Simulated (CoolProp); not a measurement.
Vapour-liquid equilibrium of cyclohexane (1) + n-heptane (2) at 126.05 °C; x and y are mole fractions of (1).

Computed with CoolProp (multi-fluid Helmholtz-energy mixture model, Zhou 2014 and Span 2003; pair parameters Bell 2016).

| x | bubble pressure, mixture model (bar) | bubble pressure, Raoult's law (bar) | y, mixture model | y, Raoult's law |
|---|---|---|---|---|
| 0.05 | 2.201 | 2.198 | 0.074 | 0.075 |
| 0.15 | 2.323 | 2.316 | 0.211 | 0.215 |
| 0.25 | 2.445 | 2.434 | 0.335 | 0.341 |
| 0.35 | 2.567 | 2.551 | 0.447 | 0.455 |
| 0.45 | 2.687 | 2.669 | 0.550 | 0.559 |
| 0.55 | 2.805 | 2.787 | 0.645 | 0.655 |
| 0.65 | 2.922 | 2.904 | 0.733 | 0.742 |
| 0.75 | 3.037 | 3.022 | 0.814 | 0.823 |
| 0.85 | 3.150 | 3.140 | 0.891 | 0.898 |
| 0.95 | 3.261 | 3.258 | 0.965 | 0.967 |

The largest gap from Raoult's law is +0.7 % in bubble pressure, at x = 0.45. No azeotrope shows between x = 0.05 and 0.95.

The pair parameters rest on a limited set of measurements; away from them the model extrapolates.
